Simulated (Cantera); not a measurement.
Mixture: CH3OH : O2 : N2 = 1 : 2.08 : 7.83 (molar parts), equivalence ratio 0.72, at 0.500 bar, adiabatic and at constant pressure. Ignition delay is the time to a rise of 400 K.

Computed with Cantera and GRI-Mech 3.0 (53 species, 325 reactions). GRI-Mech 3.0 was tuned for natural gas; its chemistry of methanol as a main component is partial and can be far from experiment.

Problem. Predict: delay at 1123 K; delay at 1323 K; delay at 1523 K; delay at 1723 K; delay at 1923 K; apparent activation energy between 1723 and 1923 K.

Solution. 
```
Quantity                                                Result
--------------------------------------------------  ----------
delay at 1123 K                                        74.5 ms
delay at 1323 K                                        3.25 ms
delay at 1523 K                                       0.395 ms
delay at 1723 K                                        91.6 µs
delay at 1923 K                                        30.7 µs
apparent activation energy between 1723 and 1923 K  150 kJ/mol
```
